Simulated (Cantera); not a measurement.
Input: 1 mol SiHCl3, 2.1 mol NH3, 1.9 mol H2.

Method: chemical equilibrium by Gibbs-energy minimisation in Cantera with the NASA 1993 tables (ideal gas, pure condensed phases). Candidate condensed phases: NH4Cl, Si, Si3N4; 28 gas species. The tables' values for SiCl3 are old estimates. Kinetics and transport are ignored.

Question: What condenses at these points (T in °C, P in Pa): (1127, 8400); (1277, 5); (1652, 5); (1202, 710)?

Answer: 
| T (°C) | P in Pa | condensed phases | Si condensed (%) |
|---|---|---|---|
| 1127 | 8400 | Si3N4 | 84.3 |
| 1277 | 5 | Si | 7.8 |
| 1652 | 5 | gas only | 0.0 |
| 1202 | 710 | Si3N4 | 56.6 |
